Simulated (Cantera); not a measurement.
**Adiabatic ignition**

An adiabatic, constant-pressure homogeneous reactor starts with H2 : O2 : N2 = 1 : 0.455 : 1.71 (molar parts), equivalence ratio 1.1, at 1623 K and 0.987 atm.

Model: the H2/O2 subset of GRI-Mech 3.0, which has no nitrogen chemistry, integrated in Cantera.

```
t (s)     T (K)    x H2    x O2   x H2O2       x H    x HO2      x O     x OH
--------  -----  ------  ------  -------  --------  -------  -------  -------
2.00e-6    1623   0.316   0.144  5.15e-8   1.00e-5  2.33e-6  1.33e-6  1.32e-6
4.31e-6    1623   0.315   0.144  2.23e-7  0.000281  8.54e-6  3.79e-5  3.76e-5
9.28e-6    1743   0.125  0.0607  1.28e-6     0.104  2.86e-5   0.0190   0.0160
2.00e-5    2126  0.0763  0.0270  4.64e-7    0.0945  1.01e-5   0.0256   0.0290
4.31e-5    2453  0.0772  0.0215  2.51e-7    0.0650  6.37e-6   0.0192   0.0344
9.28e-5    2737  0.0736  0.0166  2.76e-7    0.0428  6.00e-6   0.0131   0.0355
0.000200   2890  0.0698  0.0138  4.07e-7    0.0323  6.98e-6  0.00987   0.0344
0.000431   2907  0.0693  0.0135  4.29e-7    0.0312  7.12e-6  0.00952   0.0341
0.000928   2907  0.0693  0.0135  4.29e-7    0.0312  7.12e-6  0.00952   0.0341
0.00200    2907  0.0693  0.0135  4.29e-7    0.0312  7.12e-6  0.00952   0.0341
0.00431    2907  0.0693  0.0135  4.29e-7    0.0312  7.12e-6  0.00952   0.0341
0.00928    2907  0.0693  0.0135  4.29e-7    0.0312  7.12e-6  0.00952   0.0341
0.0200     2907  0.0693  0.0135  4.29e-7    0.0312  7.12e-6  0.00952   0.0341
0.0431     2907  0.0693  0.0135  4.29e-7    0.0312  7.12e-6  0.00952   0.0341
0.0928     2907  0.0693  0.0135  4.29e-7    0.0312  7.12e-6  0.00952   0.0341
0.200      2907  0.0693  0.0135  4.29e-7    0.0312  7.12e-6  0.00952   0.0341
```
x: mole fraction; the columns are a selection and need not sum to one.

| Property | Value |
|---|---|
| time of steepest temperature rise | 9.06 µs |
| temperature at 0.200 s | 2907 K |
| equilibrium temperature | 2907 K |
| x(H2) at 0.200 s | 0.0693 (gas-phase equilibrium 0.0693) |
| x(O2) at 0.200 s | 0.0135 (gas-phase equilibrium 0.0135) |
| x(H2O2) at 0.200 s | 4.29e-7 (gas-phase equilibrium 4.29e-7) |
